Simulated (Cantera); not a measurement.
Input: 1 mol S, 0.28 mol H2O, 0.18 mol N2, 0.00014 mol H2S, at 28.0 Pa.

These are equilibrium values from Cantera (NASA tables, ideal gas, pure condensed phases), not measurements of a reactor. Candidate condensed phases: H2O, H2SO4, S; 60 gas species. Ions and electrons are included (thermal ionisation). Rates play no part.

x: gas mole fraction; nothing condenses.

| T (K) | x S | x S2 | x H | x H2 | x N2 | x N | x SO | x O | x SO2 | x H2O | x SH |
|---|---|---|---|---|---|---|---|---|---|---|---|
| 2000 | 0.104 | 0.297 | 0.0413 | 0.181 | 0.158 | 2.15e-8 | 0.119 | 0.000136 | 0.0454 | 0.0356 | 0.0166 |
| 2250 | 0.290 | 0.127 | 0.147 | 0.110 | 0.130 | 4.82e-7 | 0.145 | 0.00209 | 0.0207 | 0.0113 | 0.0138 |
| 2500 | 0.413 | 0.0249 | 0.262 | 0.0303 | 0.107 | 5.72e-6 | 0.121 | 0.0212 | 0.00889 | 0.00209 | 0.00476 |
| 2750 | 0.465 | 0.00466 | 0.284 | 0.00481 | 0.0950 | 4.42e-5 | 0.0536 | 0.0866 | 0.00140 | 0.000147 | 0.00113 |
| 3000 | 0.488 | 0.00104 | 0.279 | 0.000873 | 0.0900 | 0.000250 | 0.0117 | 0.127 | 5.89e-5 | 6.11e-6 | 0.000297 |
| 3250 | 0.493 | 0.000276 | 0.277 | 0.000209 | 0.0886 | 0.00110 | 0.00243 | 0.136 | 2.34e-6 | 3.26e-7 | 9.33e-5 |
| 3500 | 0.494 | 8.66e-5 | 0.277 | 6.15e-5 | 0.0869 | 0.00390 | 0.000598 | 0.137 | 1.33e-7 | 2.53e-8 | 3.43e-5 |
| 3750 | 0.492 | 3.14e-5 | 0.276 | 2.12e-5 | 0.0827 | 0.0115 | 0.000174 | 0.137 | 1.07e-8 | 2.71e-9 | 1.43e-5 |
| 4000 | 0.488 | (withheld) | 0.273 | (withheld) | (withheld) | (withheld) | (withheld) | 0.136 | (withheld) | (withheld) | (withheld) |
| 4250 | 0.479 | (withheld) | 0.269 | (withheld) | (withheld) | (withheld) | (withheld) | 0.134 | (withheld) | (withheld) | (withheld) |
| 4500 | 0.468 | 2.70e-6 | 0.263 | 1.62e-6 | 0.0345 | 0.0999 | 8.96e-6 | 0.131 | 2.62e-11 | 1.30e-11 | 1.69e-6 |
| 4750 | 0.458 | 1.38e-6 | 0.258 | 8.11e-7 | 0.0158 | 0.134 | 4.02e-6 | 0.129 | 5.23e-12 | 3.11e-12 | 9.40e-7 |
| 5000 | 0.449 | 7.60e-7 | 0.255 | 4.39e-7 | 0.00588 | 0.152 | 1.97e-6 | 0.127 | 1.24e-12 | <1e-12 | 5.59e-7 |

Q: Some entries are withheld; supply them.

A: 
- 4000, x S2: 1.28e-5
- 4000, x H2: 8.23e-6
- 4000, x N2: 0.0734
- 4000, x N: 0.0287
- 4000, x SO: 5.84e-5
- 4000, x SO2: 1.16e-9
- 4000, x H2O: 3.77e-10
- 4000, x SH: 6.54e-6
- 4250, x S2: 5.66e-6
- 4250, x H2: 3.51e-6
- 4250, x N2: 0.0566
- 4250, x N: 0.0596
- 4250, x SO: 2.18e-5
- 4250, x SO2: 1.58e-10
- 4250, x H2O: 6.42e-11
- 4250, x SH: 3.22e-6
